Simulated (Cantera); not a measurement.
## Equilibrium for fluorocarbon and chlorocarbon gases: CCl4 + HCl

Feed: 1 mol CCl4, 0.33 mol HCl, held at 4300 Pa.

Cantera equilibrium calculation (NASA polynomials, part measured and part estimated; ideal gas, pure solids and liquids). Candidate condensed phases: C, C6H6, C7H8, C8H18; 91 gas species. The tables' values for CCl are old estimates; treat these amounts as uncertain. Equilibrium is a limit: real reactors are often held back by kinetics, nucleation or transport.

| T (K) | log p Cl | log p HCl | log p H | log p C3 | log p C | log p C2 | log p C5 | n C(graphite) |
|---|---|---|---|---|---|---|---|---|
| 2873 | -1.40 | -2.57 | -3.29 | -4.12 | -4.84 | -5.12 | -6.03 | 0.972 |
| 2898 | -1.40 | -2.59 | -3.24 | -4.00 | -4.73 | -5.00 | -5.87 | 0.962 |
| 2923 | -1.40 | -2.60 | -3.18 | -3.87 | -4.62 | -4.87 | -5.71 | 0.950 |
| 2948 | -1.40 | -2.62 | -3.13 | -3.75 | -4.51 | -4.75 | -5.56 | 0.934 |
| 2973 | -1.40 | -2.64 | -3.08 | -3.63 | -4.41 | -4.63 | -5.41 | 0.913 |
| 2998 | -1.40 | -2.66 | -3.04 | -3.52 | -4.30 | -4.51 | -5.26 | 0.886 |
| 3023 | -1.41 | -2.69 | -2.99 | -3.40 | -4.20 | -4.39 | -5.11 | 0.851 |
| 3048 | -1.41 | -2.71 | -2.95 | -3.29 | -4.10 | -4.28 | -4.96 | 0.806 |
| 3073 | -1.41 | -2.74 | -2.92 | -3.18 | -4.00 | -4.16 | -4.82 | 0.748 |
| 3098 | -1.41 | -2.78 | -2.88 | -3.07 | -3.90 | -4.05 | -4.68 | 0.674 |
| 3123 | -1.41 | -2.81 | -2.85 | -2.96 | -3.81 | -3.94 | -4.54 | 0.578 |
| 3148 | -1.42 | -2.85 | -2.83 | -2.85 | -3.71 | -3.83 | -4.41 | 0.456 |
log p: log10 of the partial pressure in bar; n: condensed amount in mol.

From 2873 K to 3148 K the condensed part is C(graphite). The main C-bearing gas is C3 throughout. The share of C in condensed phases is highest at 2873 K (97.2 %) and lowest at 3148 K (45.6 %).
